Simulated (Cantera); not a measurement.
A Cantera script and its output.

```python
import numpy as np
import cantera as ct

gas = ct.Solution("h2o2.yaml")
gas.TPX = 975, 2666, {'H2': 0.24, 'O2': 1}
reactor = ct.IdealGasConstPressureReactor(gas, energy="off", clone=False)
net = ct.ReactorNet([reactor])
net.rtol, net.atol = 1e-08, 1e-18
show = ['H2', 'O2', 'H2O', 'OH', 'H', 'H2O2', 'HO2']
times = np.geomspace(4e-06, 6, 14)

steps = ct.SolutionArray(gas, extra=["t"])
rows = []
print(f"{'t/s':>10s}{'T/K':>9s}{'P/Pa':>11s}" + "".join(f"{s:>11s}" for s in show))
for t in times:
    while net.time < t:
        t_next = net.step()
        steps.append(gas.state, t=t_next)
    rows.append([np.interp(t, steps.t, y) for y in (steps.T, steps.P, *steps(*show).X.T)])
    print(f"{t:10.3e}{rows[-1][0]:9.1f}{rows[-1][1]:11.4g}" + "".join(f"{x:11.3e}" for x in rows[-1][2:]))
rate = np.gradient(steps.T, steps.t)
print("integrator steps:", len(steps.t))
if steps.T.max() > steps.T[0] + 200:
    print(f"time of steepest temperature rise: {steps.t[rate.argmax()]:.4e} s")
gas.TPX = 975, 2666, {'H2': 0.24, 'O2': 1}
gas.equilibrate("TP")
print(f"equilibrium (TP): T = {gas.T:.1f} K  " + "  ".join(f"{s} {gas[s].X[0]:.3e}" for s in show))
```

It prints:

```
       t/s      T/K       P/Pa         H2         O2        H2O         OH          H       H2O2        HO2
 4.000e-06    975.0       2666  1.935e-01  8.065e-01  1.212e-14  1.152e-13  5.889e-12  3.498e-17  6.011e-12
 1.194e-05    975.0       2666  1.935e-01  8.065e-01  2.801e-13  8.608e-13  1.713e-11  3.113e-16  1.798e-11
 3.566e-05    975.0       2666  1.935e-01  8.065e-01  5.457e-12  5.223e-12  5.031e-11  2.783e-15  5.392e-11
 1.065e-04    975.0       2666  1.935e-01  8.065e-01  9.016e-11  2.877e-11  1.820e-10  2.502e-14  1.635e-10
 3.180e-04    975.0       2666  1.935e-01  8.065e-01  2.257e-09  3.346e-10  1.791e-09  2.354e-13  5.455e-10
 9.495e-04    975.0       2666  1.935e-01  8.065e-01  1.075e-06  1.322e-07  6.947e-07  1.141e-11  3.207e-08
 2.835e-03    975.0       2666  2.562e-02  7.470e-01  1.446e-01  5.661e-03  5.403e-02  1.048e-06  3.100e-05
 8.465e-03    975.0       2666  1.247e-03  7.840e-01  2.120e-01  7.968e-04  4.555e-04  1.066e-06  2.185e-05
 2.528e-02    975.0       2666  1.569e-04  7.855e-01  2.140e-01  1.912e-04  9.545e-06  5.488e-07  5.722e-06
 7.548e-02    975.0       2666  2.122e-05  7.857e-01  2.142e-01  7.219e-05  4.847e-07  2.355e-07  1.187e-06
 2.254e-01    975.0       2666  2.188e-06  7.857e-01  2.143e-01  3.032e-05  3.233e-08  8.996e-08  2.231e-07
 6.730e-01    975.0       2666  1.919e-07  7.857e-01  2.143e-01  1.387e-05  2.944e-09  3.276e-08  4.789e-08
 2.009e+00    975.0       2666  2.807e-08  7.857e-01  2.143e-01  6.990e-06  3.748e-10  1.213e-08  1.269e-08
 6.000e+00    975.0       2666  6.964e-09  7.857e-01  2.143e-01  3.754e-06  5.830e-11  4.528e-09  3.871e-09
integrator steps: 1848
equilibrium (TP): T = 975.0 K  H2 6.066e-11  O2 7.857e-01  H2O 2.143e-01  OH 3.521e-07  H 5.492e-14  H2O2 6.291e-11  HO2 9.832e-10
```

Detailed kinetics in Cantera: the H2/O2 subset of GRI-Mech 3.0, which has no nitrogen chemistry. Radical loss at walls, strong at low pressure, is not modelled. The temperature is held fixed by assumption; the heat of reaction is taken as removed at once.
